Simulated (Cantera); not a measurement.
**Diamond growth**

A diamond (100) surface in a fixed gas of H2 with x(CH4) = 0.0021, x(H) = 0.0003, x(CH3) = 1.5e-05, at 900 K; coverages are run to steady state.

Cantera simulation using the Harris–Goodwin 1993 mechanism for the reconstructed diamond (100) surface; the numbers are that mechanism's predictions, not measurements.

| P (Pa) | growth (µm/h) | θ c6HH | θ c6H* | θ c6*H | θ c6** | θ c6HM |
|---|---|---|---|---|---|---|
| 720 | 0.0244 | 0.669 | 0.00998 | 0.279 | 0.00377 | 0.0303 |
| 1300 | 0.0487 | 0.666 | 0.00994 | 0.278 | 0.00376 | 0.0336 |
| 2200 | 0.0871 | 0.665 | 0.00991 | 0.278 | 0.00375 | 0.0355 |
| 3800 | 0.156 | 0.663 | 0.00989 | 0.277 | 0.00374 | 0.0368 |
| 6700 | 0.281 | 0.663 | 0.00989 | 0.277 | 0.00374 | 0.0377 |
| 12000 | 0.510 | 0.662 | 0.00988 | 0.277 | 0.00373 | 0.0381 |
| 21000 | 0.898 | 0.662 | 0.00988 | 0.276 | 0.00373 | 0.0384 |
| 36000 | 1.55 | 0.662 | 0.00989 | 0.276 | 0.00373 | 0.0386 |
θ: site fractions in the mechanism's names (c6HH fully hydrogenated, c6H* and c6*H radical sites, c6** diradical, c6HM methylated).
